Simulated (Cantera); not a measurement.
Charge: 1 mol Fe₂O₃, 1.1 mol C, 0.079 mol CO, held at 1700 K and 0.0100 bar.

Cantera equilibrium calculation (NASA polynomials, part measured and part estimated; ideal gas, pure solids and liquids). Candidate condensed phases: C, Fe, Fe(CO)₅, FeO, Fe₂O₃, Fe₃O₄; 15 gas species. Mutual solubility and eutectic melting of coexisting phases are not modelled. The tables' stoichiometric FeO is somewhat more stable than real wüstite, so its field is too wide. FeO: taken at fixed stoichiometry. Equilibrium is a limit: real reactors are often held back by kinetics, nucleation or transport.

Base state: CO 0.879, CO₂ 0.121, Fe 0.000629 (mole fractions); condensed: Fe(δ) + FeO(l).

**Question.** What changes in the equilibrium state with this change: Fe₂O₃ replaced by SiO₂?

**Answer.** 
```
species        before    after
-----------  --------  -------
CO              0.879    0.543
SiO                 0    0.457
Si                  0  1.44e-5
CO₂             0.121  5.97e-6
Fe           0.000629        0
Fe(δ), mol      0.242        0
FeO(l), mol      1.76        0
SiC(s), mol         0   0.0500
```
Further candidate phases: Si, SiC, SiO₂.
